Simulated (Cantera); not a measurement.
Cantera run:

```python
import numpy as np
import cantera as ct

gas_names = """
    Cu CuF CuF2 Cu2 F F2 H HF H2 H2F2 H3F3 H4F4 H5F5 H6F6 H7F7
""".split()
cond_names = """
    Cu(cr) Cu(L) CuF2(s) CuF2(L)
""".split()


# ... load() reads the species with a 1 bar reference pressure and builds the phases ...
atoms = {
    'Cu': {'Cu': 1},
    'F2': {'F': 2},
    'H2': {'H': 2},
}
top_T = {}  # K; cautious upper limits of use, not melting points


# ... equilibrate(T, P, feed) seeds the gas with the atoms and calls Mixture.equilibrate('TP', solver="vcs", rtol=1e-11, max_steps=5000) ...
results = []
T = 623.15  # K
P = 1333.22  # Pa
for m in [1.3, 2.2, 3.7, 6.3, 11, 18, 30]:
    feed = {'Cu': 1, 'F2': 1.2, 'H2': m}  # mol
    mix = equilibrate(T, P, feed)
    results.append((T, P, feed, dict(zip(mix.species_names, mix.species_moles))))
    x = sorted(zip(gas.X, gas.species_names), reverse=True)
    print(f"T = {T:g} K  P = {P:g} Pa  n(H2) = {m:g} mol  gas = {mix.phase_moles(0):.4g} mol")
    print("   x: " + "  ".join(f"{s} {v:.3e}" for v, s in x if v > 1e-06))
    print("   condensed (mol): " + ("  ".join(f"{mix.phase(i).name} {mix.phase_moles(i):.4g}"
          for i in range(1, mix.n_phases) if mix.phase_moles(i) > 1e-12) or "none"))
```

Result:

```
T = 623.15 K  P = 1333.22 Pa  n(H2) = 1.3 mol  gas = 2.5 mol
   x: HF 9.600e-01  H2 4.000e-02  H2F2 4.163e-06
   condensed (mol): Cu(cr) 1
T = 623.15 K  P = 1333.22 Pa  n(H2) = 2.2 mol  gas = 3.4 mol
   x: HF 7.059e-01  H2 2.941e-01  H2F2 2.251e-06
   condensed (mol): Cu(cr) 1
T = 623.15 K  P = 1333.22 Pa  n(H2) = 3.7 mol  gas = 4.9 mol
   x: H2 5.102e-01  HF 4.898e-01  H2F2 1.084e-06
   condensed (mol): Cu(cr) 1
T = 623.15 K  P = 1333.22 Pa  n(H2) = 6.3 mol  gas = 7.5 mol
   x: H2 6.800e-01  HF 3.200e-01
   condensed (mol): Cu(cr) 1
T = 623.15 K  P = 1333.22 Pa  n(H2) = 11 mol  gas = 12.2 mol
   x: H2 8.033e-01  HF 1.967e-01
   condensed (mol): Cu(cr) 1
T = 623.15 K  P = 1333.22 Pa  n(H2) = 18 mol  gas = 19.2 mol
   x: H2 8.750e-01  HF 1.250e-01
   condensed (mol): Cu(cr) 1
T = 623.15 K  P = 1333.22 Pa  n(H2) = 30 mol  gas = 31.2 mol
   x: H2 9.231e-01  HF 7.692e-02
   condensed (mol): Cu(cr) 1
```

Method: chemical equilibrium by Gibbs-energy minimisation in Cantera with the NASA 1993 tables (ideal gas, pure condensed phases).
